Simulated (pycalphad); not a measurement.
CALPHAD calculation (pycalphad, COST 507 light-alloy database (1999)), 1 atm. No gas phase is included, though pure Ti would boil below 3850 K. The data set is of 1999 and partly superseded. Diffusion is slow at the low end, where real alloys seldom reach equilibrium.

Task: How does the equilibrium phase assembly of Ti-37.23Hf-3.065B (wt.%) change on cooling from 3850 K to 550 K?

Result: 
```
T (K)           phases above          phases below
------  --------------------  --------------------
1943.5                LIQUID           BM + LIQUID
1822.3           BM + LIQUID  BCC_A2 + BM + LIQUID
1821.5  BCC_A2 + BM + LIQUID           BCC_A2 + BM
1070.0           BCC_A2 + BM  BCC_A2 + BM + HCP_A3
1068.2  BCC_A2 + BM + HCP_A3           BM + HCP_A3
```
Changes were sought between steps of 75 K, so a narrower field can be missed.

Database names, with the compositions (at.%) that they take in these runs: BM: Ti 47-50 B 50 Hf 0-3. BCC_A2 is bcc; HCP_A3 is hcp.
